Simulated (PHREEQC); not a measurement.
**Hard or scaling water (model solution)**

A solution holds 0.003 mol MgCl2, 0.00026 mol NaHCO3 and 0.0089 mol MgSO4 per kg of water, at 80 °C. Closed to the air; pH follows from the charge balance.

Computed with PHREEQC (ion-association model, wateq4f.dat).

No solid was allowed to form.

**Question.** Estimate the pH.

**Answer.** pH 7.23.

**Question.** In which forms is S present?

**Answer.** MgSO4 59 %, SO4-2 41 % of the S.

Complexes and solids missing from the database can't appear. At this temperature some constants are extrapolated from 25 °C, and those without enthalpy data are left unchanged.
